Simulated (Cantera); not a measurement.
A Cantera script and its output.

```python
import numpy as np
import cantera as ct

gas = ct.Solution("gri30.yaml")
gas.TPX = 700, 830000, {'CO': 1, 'H2': 0.21, 'CH4': 0.45, 'O2': 2.63, 'N2': 21.3, 'CO2': 0.78}
inlet = ct.Reservoir(gas, clone=True)
gas.equilibrate("HP")  # start burning
reactor = ct.IdealGasConstPressureReactor(gas, energy="on", clone=False)
exhaust = ct.Reservoir(gas, clone=True)
tau = [0.025, 0.0087, 0.003, 0.001, 0.00036, 0.00012, 4.3e-05, 1.5e-05, 5.1e-06][0]
for a, b in ((inlet, reactor), (reactor, exhaust)):
    ct.MassFlowController(a, b, mdot=lambda t: reactor.mass / tau)
net = ct.ReactorNet([reactor])
show = ['CO', 'H2', 'CH4', 'HCN', 'O2', 'C2H']

rows = []
print(f"{'tau/s':>10s}{'T/K':>9s}" + "".join(f"{s:>11s}" for s in show))
for tau in [0.025, 0.0087, 0.003, 0.001, 0.00036, 0.00012, 4.3e-05, 1.5e-05, 5.1e-06]:
    net.initial_time = 0.0
    net.advance(30 * tau)
    before = gas.X
    net.advance(40 * tau)
    drift = np.max(np.abs(gas.X - before) / (gas.X + 1e-9))
    rows.append([gas.T, *gas[show].X, drift])
    print(f"{tau:10.3e}{gas.T:9.1f}" + "".join(f"{x:11.3e}" for x in gas[show].X))
```

Result:

```
     tau/s      T/K         CO         H2        CH4        HCN         O2        C2H
 2.500e-02   1451.6  1.273e-03  4.131e-05  3.438e-05  2.201e-09  4.434e-02  8.030e-13
 8.700e-03   1434.3  3.295e-03  1.105e-04  8.851e-05  2.241e-09  4.545e-02  1.378e-12
 3.000e-03    700.0  3.792e-02  7.964e-03  1.706e-02 -3.032e-23  9.973e-02 -3.440e-39
 1.000e-03    700.0  3.792e-02  7.964e-03  1.706e-02 -3.645e-28  9.973e-02 -1.546e-43
 3.600e-04    700.0  3.792e-02  7.964e-03  1.706e-02  1.153e-34  9.973e-02  5.370e-49
 1.200e-04    700.0  3.792e-02  7.964e-03  1.706e-02 -1.098e-39  9.973e-02  5.345e-50
 4.300e-05    700.0  3.792e-02  7.964e-03  1.706e-02  5.156e-41  9.973e-02  5.955e-51
 1.500e-05    700.0  3.792e-02  7.964e-03  1.706e-02  9.358e-41  9.973e-02  4.583e-52
 5.100e-06    700.0  3.792e-02  7.964e-03  1.706e-02  2.015e-41  9.973e-02  1.511e-53
```

Detailed kinetics in Cantera: GRI-Mech 3.0 (53 species, 325 reactions).
